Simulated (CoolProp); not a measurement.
n-butane at 293.15 K and 0.0607 MPa is throttled through a valve to 0.00308 MPa with no heat exchange. Each further row changes one setting.

Computed with CoolProp (reference Helmholtz-energy equation of state, Bücker 2006).

```tsv
case	temperature change (K)	final density (kg/m³)
as stated	-1.5	0.0739
outlet pressure 0.000924 MPa	-1.6	0.0222
outlet pressure 0.004 MPa	-1.5	0.0960
```
